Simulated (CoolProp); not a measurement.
Saturation properties of hexamethyldisiloxane (MM).

The numbers come from the reference Helmholtz-energy equation of state, Thol 2016 in CoolProp.

```tsv
T (K)	p (bar)	liquid density (kg/m³)	enthalpy of vaporisation (kJ/kg)	liquid cp (kJ/(kg K))	vapour Z	surface tension (mN/m)
402.7	2.191	638.0	176.5	2.211	0.8907	6.81
407.2	[?]	632.0	173.7	2.226	0.8821	6.48
411.6	2.706	625.9	171.0	2.242	0.8731	6.15
416	2.992	619.8	168.2	2.258	0.8637	5.84
420.5	3.307	613.4	165.3	2.275	0.8537	5.51
424.9	3.640	607.0	162.3	2.293	0.8433	5.20
429.3	3.997	600.4	159.3	2.310	0.8324	4.89
433.8	4.390	593.6	156.1	2.329	0.8207	4.58
438.2	4.801	586.7	152.9	2.349	0.8087	4.28
442.7	5.251	579.5	149.5	2.370	0.7958	3.98
447.1	5.722	572.2	146.0	2.391	0.7826	3.69
451.5	6.224	564.7	142.4	[?]	[?]	3.40
```

**Question.** What belongs in the gaps?

**Answer.** 
- 407.2, p (bar): 2.441
- 451.5, liquid cp (kJ/(kg K)): 2.414
- 451.5, vapour Z: 0.7687

It boils at 373.7 K under 1 atm.

Surface tension comes from a separate correlation (Mulero 2014), older than this fluid's equation and unchecked against measurements.
